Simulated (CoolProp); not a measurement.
Vapour-liquid equilibrium of R22 (1) + n-hexane (2) at 10.35 °C; x and y are mole fractions of (1).

Values from CoolProp's multi-fluid Helmholtz-energy mixture model, Kamei 1995 and Thol 2019; pair parameters Bell 2016.

Give the bubble pressure and the first vapour's composition at x = 0.15, 0.35, 0.65. Is there an azeotrope?

x = 0.15: 0.1600 MPa, y = 0.940; x = 0.35: 0.3195 MPa, y = 0.974; x = 0.65: 0.4834 MPa, y = 0.987. No azeotrope shows between x = 0.05 and 0.95.

The pair parameters rest on a limited set of measurements; away from them the model extrapolates. The gap from Raoult's law changes sign with composition, which may be real or a fault of the pair parameters; it wasn't checked against measurements.
